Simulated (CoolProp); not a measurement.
Vapour-liquid equilibrium of dimethyl ether (1) + n-pentane (2) at 0.0283 bar; x and y are mole fractions of (1).

Values from CoolProp's multi-fluid Helmholtz-energy mixture model, Wu 2011 and Thol 2019; pair parameters Bell 2016.

| x | bubble temperature, mixture model (°C) | bubble temperature, Raoult's law (°C) | y, mixture model | y, Raoult's law |
|---|---|---|---|---|
| 0.05 | -46.5 | -49.6 | 0.416 | 0.529 |
| 0.2 | -65.6 | -64.2 | 0.898 | 0.876 |
| 0.35 | -76.1 | -71.4 | 0.971 | 0.946 |
| 0.5 | -80.7 | -75.9 | 0.986 | 0.973 |
| 0.65 | -82.4 | -79.2 | 0.990 | 0.986 |
| 0.8 | -83.1 | -81.7 | 0.992 | 0.994 |
| 0.95 | -83.9 | -83.8 | 0.996 | 0.999 |

The largest gap from Raoult's law is -4.8 K in bubble temperature, at x = 0.5. No azeotrope shows between x = 0.05 and 0.95.

The pair parameters rest on a limited set of measurements; away from them the model extrapolates. The gap from Raoult's law changes sign with composition, which may be real or a fault of the pair parameters; it wasn't checked against measurements.
